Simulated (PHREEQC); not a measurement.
Consider water at 70 °C with 0.013 mol HCl and 0.0095 mol Al2(SO4)3 per kg of water. Closed to the air; pH follows from the charge balance.

The numbers come from PHREEQC with the ion-association model, wateq4f.dat.

No solid was allowed to form.

Problem. Order these Al species by the share of Al that they hold, largest first: AlOH+2, AlSO4+, AlHSO4+2, Al(SO4)2-, Al+3.

Solution. AlSO4+ (73 %), Al+3 (20 %), Al(SO4)2- (7.2 %), AlOH+2 (0.23 %), AlHSO4+2 (0.14 %)

The pH is 2.22 and the ionic strength 0.0498 mol/kgw. Species that the database lacks are ignored. Away from 25 °C the constants follow the database's enthalpies or fits; those with neither stay at their 25 °C values.
